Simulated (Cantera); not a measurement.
Input: 1 mol BN, 0.45 mol O2, 8.3 mol N2, held at 1650 K and 0.133 bar.

Cantera equilibrium calculation (NASA polynomials, part measured and part estimated; ideal gas, pure solids and liquids). Candidate condensed phases: B, BN, B2O3; 17 gas species. Mutual solubility and eutectic melting of coexisting phases are not modelled. Kinetics and transport are ignored.

Base state: N2 0.997, B2O3 0.00261, B2O2 0.000109, BO 2.43e-5 (mole fractions); condensed: BN(s) + B2O3(l).

**Question.** What changes in the equilibrium state with this change: 0.24 mol HCl added?

**Answer.** 
```json
[
 {"species": "N2", "before": "0.997", "after": "0.968"},
 {"species": "HCl", "before": "0", "after": "0.0232"},
 {"species": "BOCl", "before": "0", "after": "0.00317"},
 {"species": "H2", "before": "0", "after": "0.00156"},
 {"species": "HBO2", "before": "0", "after": "0.000529"},
 {"species": "HBO", "before": "0", "after": "0.000182"},
 {"species": "BCl3", "before": "0", "after": "0.000136"},
 {"species": "BN(s), mol", "before": "0.399", "after": "0.389"},
 {"species": "B2O3(l), mol", "before": "0.277", "after": "0.263"}
]
```
The tables' values for BOCl are old estimates; treat these amounts as uncertain. Gases not in the tables: BHCl2. Further candidate phases: B3O3H3, H2O, NH4Cl.

**Question.** What changes in the equilibrium state with this change: O2 from 0.45 to 1.1 mol?

**Answer.** 
```json
[
 {"species": "N2", "before": "0.997", "after": "0.959"},
 {"species": "O2", "before": "<1e-9", "after": "0.0375"},
 {"species": "B2O3", "before": "0.00261", "after": "0.00261"},
 {"species": "NO", "before": "<1e-9", "after": "0.00111"},
 {"species": "B2O2", "before": "0.000109", "after": "<1e-9"},
 {"species": "O", "before": "<1e-9", "after": "1.37e-5"},
 {"species": "BN(s), mol", "before": "0.399", "after": "0"},
 {"species": "B2O3(l), mol", "before": "0.277", "after": "0.475"}
]
```
